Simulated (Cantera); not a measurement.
Cantera run:

```python
import numpy as np
import cantera as ct

gas_names = """
    H HO2 H2 H2O H2O2 O OH O2 O3 Si SiH SiH2 SiH3 SiH4 SiO SiO2 Si2 Si3
""".split()
cond_names = """
    H2O(s) H2O(L) Si(cr) Si(L) SiO2(Lqz) SiO2(hqz) SiO2(L)
""".split()


def load(file, names, dense=False):
    # The tables refer to 1 bar. Condensed volumes are neglected.
    table = {s.name: s for s in ct.Species.list_from_file(file)}
    out = []
    for n in names:
        d = dict(table[n].input_data)
        d["thermo"] = dict(d["thermo"], **{"reference-pressure": 1e5})
        if dense:
            d["equation-of-state"] = {"model": "constant-volume", "density": "1e6 g/cm^3"}
        out.append(ct.Species.from_dict(d))
    return out


gas = ct.Solution(thermo="ideal-gas", species=load("nasa_gas.yaml", gas_names))
cond = {s.name: ct.Solution(thermo="fixed-stoichiometry", species=[s], name=s.name)
        for s in load("nasa_condensed.yaml", cond_names, dense=True)}
atoms = {
    'SiH4': {'Si': 1, 'H': 4},
    'O3': {'O': 3},
}
top_T = {}  # K; cautious upper limits of use, not melting points


def equilibrate(T, P, feed):
    n = {}
    for name, mol in feed.items():
        for a, k in atoms[name].items():
            n[a] = n.get(a, 0.0) + k * mol
    gas.TPX = T, P, n
    mass = sum(n.values()) * gas.mean_molecular_weight
    gas.equilibrate("TP")
    valid = [c for c in cond.values() if c.min_temp <= T <= top_T.get(c.name, c.max_temp)]
    mix = ct.Mixture([(gas, mass / gas.mean_molecular_weight)] + [(c, 0.0) for c in valid])
    mix.T, mix.P = T, P
    mix.equilibrate("TP", solver="vcs", rtol=1e-11, max_steps=5000)
    return mix


results = []
feed = {'SiH4': 1, 'O3': 0.097}  # mol
P = 1700  # Pa
for T in [1173, 1273, 1373, 1473, 1573, 1673, 1773, 1873]:
    mix = equilibrate(T, P, feed)
    results.append((T, P, feed, dict(zip(mix.species_names, mix.species_moles))))

top = {s: max(r[3][s] / sum(r[3][g] for g in gas_names) for r in results) for s in gas_names}
cols = sorted((s for s in top if top[s] > 1e-06), key=lambda s: -top[s])[:7]
seen = [c for c in cond_names if any(r[3].get(c, 0) > 1e-12 for r in results)]
print("log10 of partial pressures in bar; condensed amounts in mol")
print(f"{'T/K':>10s}" + "".join(f"{s[:9]:>10s}" for s in cols + seen))
for T, P, feed, n in results:
    ng = sum(n[g] for g in gas_names)
    print(f"{T:10.4g}" + "".join(f"{np.log10(max(n[s] / ng * P / 1e5, 1e-99)):10.3f}" for s in cols)
          + "".join(f"{n.get(c, 0):10.4g}" for c in seen))
```

Output:

```
log10 of partial pressures in bar; condensed amounts in mol
       T/K        H2       SiO         H        Si       SiH      SiH2       H2O    Si(cr)     Si(L) SiO2(hqz)
      1173    -1.770    -6.616    -7.813   -12.305   -11.937    -9.936    -9.209    0.8545         0    0.1455
      1273    -1.770    -5.411    -7.032   -10.744   -10.644    -9.092    -8.500    0.8543         0    0.1453
      1373    -1.771    -4.386    -6.363    -9.411    -9.542    -8.372    -7.898    0.8521         0    0.1431
      1473    -1.778    -3.503    -5.787    -8.262    -8.595    -7.756    -7.386    0.8357         0    0.1267
      1573    -1.819    -2.736    -5.301    -7.260    -7.788    -7.255    -6.976    0.7333         0   0.02434
      1673    -1.829    -2.666    -4.858    -6.379    -7.066    -6.787    -7.192    0.7089         0         0
      1773    -1.830    -2.666    -4.461    -5.672    -6.495    -6.437    -7.365         0    0.7086         0
      1873    -1.831    -2.667    -4.106    -5.055    -6.001    -6.140    -7.505         0    0.7076         0
```

Cantera equilibrium calculation (NASA polynomials, part measured and part estimated; ideal gas, pure solids and liquids). Mutual solubility and eutectic melting of coexisting phases are not modelled. The tables hold silica as quartz up to 1696 K and as liquid above; real silica turns to tridymite and cristobalite and melts near 1996 K. Gases not in the tables: Si2H6 and higher silanes.
